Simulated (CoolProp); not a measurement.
Vapour-liquid equilibrium of R113 (1) + acetone (2) at 1.99 MPa; x and y are mole fractions of (1).

The numbers come from the multi-fluid Helmholtz-energy mixture model, Marx 1992 and Lemmon 2006; pair parameters Bell 2016 in CoolProp.

```csv
x,"bubble temperature, mixture model (°C)","bubble temperature, Raoult's law (°C)","y, mixture model","y, Raoult's law"
0.05,178.4,180.2,0.068,0.051
0.15,175.3,180.1,0.188,0.153
0.25,___,179.9,0.291,0.254
0.35,171.5,179.8,0.383,0.355
0.45,170.7,179.7,0.467,0.456
0.55,170.4,179.5,0.549,0.556
0.65,170.7,179.4,___,0.655
0.75,___,179.2,0.720,0.754
0.85,173.7,179.1,0.818,0.853
0.95,176.8,178.9,0.933,0.951
```

Problem. Fill in the missing entries.

Solution. 
- 0.25, bubble temperature, mixture model (°C): 173.0
- 0.65, y, mixture model: 0.632
- 0.75, bubble temperature, mixture model (°C): 171.8

The largest gap from Raoult's law is -9.1 K in bubble temperature, at x = 0.55. y crosses x between x = 0.45 and 0.55: the model has an azeotrope there.

The pair parameters rest on a limited set of measurements; away from them the model extrapolates.
